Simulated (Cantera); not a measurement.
A perfectly stirred reactor is fed with NO : N2 = 1 : 0.33 (molar parts), at 113 Torr; it is held at 1600 K, and followed from long to short residence time.

Model: GRI-Mech 3.0 (53 species, 325 reactions), integrated in Cantera.

Q: What does this change do: pressure from 113 Torr to 20.0 Torr?

A: 
```
quantity                 before     after
---------------------  --------  --------
x(NO) at τ = 7.80 s       0.714     0.744
x(N2O) at τ = 7.80 s   0.000172  0.000174
x(NO2) at τ = 7.80 s   0.000349   7.67e-5
x(O) at τ = 7.80 s      6.22e-6   1.08e-5
x(O2) at τ = 7.80 s      0.0186   0.00359
x(NO) at τ = 96.0 ms      0.751     0.752
x(N2O) at τ = 96.0 ms  0.000110   3.62e-5
x(NO2) at τ = 96.0 ms  0.000118   2.41e-5
x(O) at τ = 96.0 ms     2.59e-6   5.80e-6
x(O2) at τ = 96.0 ms   0.000138   1.29e-5
```
Radical loss at walls, strong at low pressure, is not modelled.

Q: What does this change do: NO 1 to 0.23 parts?

A: 
```csv
quantity,before,after
x(NO) at τ = 7.80 s,0.714,0.399
x(N2O) at τ = 7.80 s,0.000172,5.45e-5
x(NO2) at τ = 7.80 s,0.000349,0.000119
x(O) at τ = 7.80 s,6.22e-6,3.76e-6
x(O2) at τ = 7.80 s,0.0186,0.00585
x(NO) at τ = 96.0 ms,0.751,0.411
x(N2O) at τ = 96.0 ms,0.000110,3.30e-5
x(NO2) at τ = 96.0 ms,0.000118,4.52e-5
x(O) at τ = 96.0 ms,2.59e-6,1.72e-6
x(O2) at τ = 96.0 ms,0.000138,3.61e-5
```
